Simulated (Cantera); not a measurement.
## Catalytic stagnation flow on Pt

A jet of 3.29 % CH₄, 15.4 % O₂, 81.3 % N₂, equivalence ratio 0.43 at 300 K and 97.5 Torr hits a platinum plate 4.5 cm away at a mass flux of 0.082 kg/m²/s; the plate temperature is set and raised in steps from an oxygen-covered start.

Cantera simulation using Deutschmann's 1995 Pt surface mechanism with GRI-Mech 3.0 gas chemistry; the numbers are that mechanism's predictions, not measurements. Catalytic surfaces can have several steady states; this one follows from the mechanism file's or the stated starting coverage.

| plate T (K) | wall x CH₄ | wall x O₂ | wall x H₂O | wall x OH | wall x CO | wall x CO₂ | θ free Pt | θ O* | θ OH* |
|---|---|---|---|---|---|---|---|---|---|
| 950 | 0.0176 | 0.122 | 0.0286 | 8.25e-8 | 8.60e-6 | 0.0188 | 0.239 | 0.760 | 0.00141 |
| 1000 | 0.0131 | 0.112 | 0.0368 | 2.30e-7 | 8.68e-6 | 0.0243 | 0.307 | 0.691 | 0.00144 |
| 1050 | 0.00988 | 0.105 | 0.0427 | 5.65e-7 | 8.68e-6 | 0.0282 | 0.376 | 0.622 | 0.00138 |
| 1100 | 0.00762 | 0.101 | 0.0467 | 1.25e-6 | 8.78e-6 | 0.0309 | 0.444 | 0.555 | 0.00127 |
| 1150 | 0.00606 | 0.0973 | 0.0495 | 2.52e-6 | 9.09e-6 | 0.0327 | 0.508 | 0.491 | 0.00114 |
| 1200 | 0.00497 | 0.0952 | 0.0513 | 4.74e-6 | 9.65e-6 | 0.0339 | 0.569 | 0.430 | 0.00101 |
x: mole fraction at the wall; θ: surface coverage.
